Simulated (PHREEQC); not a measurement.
Consider water at 25 °C with 7.6 mmol/kgw HF, 0.72 mmol/kgw NH4HF2, 0.22 mmol/kgw (NH4)2SiF6 and 15 mmol/kgw HCl. Closed to the air; pH follows from the charge balance.

Model: ion-association model, wateq4f.dat, run in PHREEQC.

Precipitation was switched off in this run.

Problem. Order these F species by the share of F that they hold, largest first: HF, F-, SiF6-2, HF2-, H2F2.

Solution. HF (79 %), SiF6-2 (13 %), F- (4.6 %), H2F2 (3.4 %), HF2- (0.29 %)

The pH is 1.88 and the ionic strength 0.0161 mol/kgw. SiF6-2 is the database's only silicon fluoride.
